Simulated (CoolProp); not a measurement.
Model: reference Helmholtz-energy equation of state, Thol 2012, in CoolProp.

### Question
Give the vapour pressure (kPa), liquid density (kg/m³), enthalpy of vaporisation (kJ/kg), surface tension (mN/m) of saturated benzene at 336.1, 369.8, 488 K.

### Answer
```json
[
 {"T (K)": "336.1", "p (kPa)": "57.9", "liquid density (kg/m³)": "832", "enthalpy of vaporisation (kJ/kg)": "406", "surface tension (mN/m)": "23.3"},
 {"T (K)": "369.8", "p (kPa)": "164", "liquid density (kg/m³)": "795", "enthalpy of vaporisation (kJ/kg)": "381", "surface tension (mN/m)": "19.0"},
 {"T (K)": "488", "p (kPa)": "1810", "liquid density (kg/m³)": "633", "enthalpy of vaporisation (kJ/kg)": "264", "surface tension (mN/m)": "5.78"}
]
```

Surface tension comes from a separate correlation (Mulero 2012).
